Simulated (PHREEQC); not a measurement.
Solution (25 °C): 0.044 mol/kgw NH4HF2, 0.022 mol/kgw (NH4)2SiF6, 0.79 mol/kgw H3PO4 and 0.055 mol/kgw H2SO4. Closed to the air; pH follows from the charge balance.

Equilibrium calculation in PHREEQC: ion-association model, phreeqc.dat.

This is a speciation only: nothing precipitates in the calculation.

Question: What pH, ionic strength does the model give?

Answer: pH 1.07; ionic strength 0.227 mol/kgw.

Question: In which forms is F present?

Answer: SiF6-2 60 %, HF 39 % of the F.

SiF6-2 is the database's only silicon fluoride.
